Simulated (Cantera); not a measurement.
Feed: 1 mol MgO, 5.1 mol C, 0.39 mol H2.

Equilibrium computed with Cantera from the NASA thermochemical tables; the gas is ideal and each condensed phase is pure. Candidate condensed phases: C, C6H6, C7H8, C8H18, H2O, Mg, MgCO3, MgO, Mg(OH)2; 116 gas species. Equilibrium is a limit: real reactors are often held back by kinetics, nucleation or transport.

Task: What condenses at these points (T in K, P in Pa): (998, 3200); (1223, 68); (1073, 10); (1748, 150000); (1673, 10)?

Result: 
| T (K) | P in Pa | condensed phases | Mg condensed (%) |
|---|---|---|---|
| 998 | 3200 | C + MgO | 100.0 |
| 1223 | 68 | C + MgO | 99.8 |
| 1073 | 10 | C + MgO | 100.0 |
| 1748 | 150000 | C + MgO | 99.3 |
| 1673 | 10 | C | 0.0 |
